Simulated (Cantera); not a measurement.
A closed system holds: 1 mol Cu, 13 mol CO, equilibrated at 15.0 mbar.

These are equilibrium values from Cantera (NASA tables, ideal gas, pure condensed phases), not measurements of a reactor. Candidate condensed phases: C, Cu, CuO, Cu₂O; 15 gas species. Equilibrium is a limit: real reactors are often held back by kinetics, nucleation or transport.

x: gas mole fraction; n: condensed amount in mol.

```csv
T (K),x CO,x Cu,x CO₂,x Cu₂,n C(graphite),n Cu(s),n Cu(l)
1273,1.000,5.50e-6,0.000108,[?],0.00140,1.000,0
1323,1.000,1.79e-5,5.93e-5,[?],0,1.000,0
1373,1.000,5.27e-5,3.41e-5,[?],0,0,0.999
1423,1.000,0.000139,2.04e-5,[?],0,0,0.998
1473,1.000,0.000345,1.27e-5,[?],0,0,0.996
1523,0.999,0.000803,8.14e-6,[?],0,0,0.990
1573,0.998,0.00177,5.37e-6,[?],0,0,0.977
1623,0.996,0.00370,3.64e-6,[?],0,0,0.952
1673,0.993,0.00741,2.51e-6,[?],0,0,0.903
1723,0.986,0.0142,1.76e-6,[?],0,0,0.812
1773,0.974,0.0263,1.25e-6,[?],0,0,0.648
1823,0.953,0.0469,8.87e-7,[?],0,0,0.357
```

Some entries are withheld; supply them.


- 1273, x Cu₂: 3.45e-10
- 1323, x Cu₂: 1.83e-9
- 1373, x Cu₂: 8.36e-9
- 1423, x Cu₂: 3.23e-8
- 1473, x Cu₂: 1.13e-7
- 1523, x Cu₂: 3.64e-7
- 1573, x Cu₂: 1.08e-6
- 1623, x Cu₂: 3.01e-6
- 1673, x Cu₂: 7.83e-6
- 1723, x Cu₂: 1.92e-5
- 1773, x Cu₂: 4.48e-5
- 1823, x Cu₂: 9.92e-5
